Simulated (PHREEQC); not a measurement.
# Silver or lead bath

Make-up at 10 °C: 0.039 mol Pb(NO3)2 and 0.28 mol HF per kg of water. Closed to the air; pH follows from the charge balance.

Model: ion-association model, wateq4f.dat, run in PHREEQC.

```yaml
pH: 1.86
ionic_strength: 0.110 mol/kgw
activity_of_water: 0.994
total_alkalinity: -280 meq/kg
```

```tsv
species	molality	activity	log γ
HF	0.123	0.126	0.011
NO3-	0.0682	0.0512	-0.125
H2F2	0.0680	0.0697	0.011
Pb+2	0.0272	0.0101	-0.430
H+	0.0169	0.0139	-0.084
F-	0.0103	0.00782	-0.120
PbNO3+	0.00979	0.00764	-0.108
HF2-	0.00431	0.00327	-0.120
PbF+	0.00180	0.00140	-0.108
PbF2	0.000219	0.000224	0.011
PbF3-	1.63e-5	1.27e-5	-0.108
PbF4-2	1.28e-7	4.76e-8	-0.430
Pb2OH+3	2.95e-8	3.17e-9	-0.968
PbOH+	1.80e-8	1.40e-8	-0.108
```

This is a speciation only: nothing precipitates in the calculation. Saturation is exceeded, for instance for PbF2; the values hold only as long as no solid forms. Species that the database lacks are ignored. wateq4f.dat counts part of the HF as a dimer, H2F2, which phreeqc.dat doesn't know; its constant is uncertain. Away from 25 °C the constants follow the database's enthalpies or fits; those with neither stay at their 25 °C values.
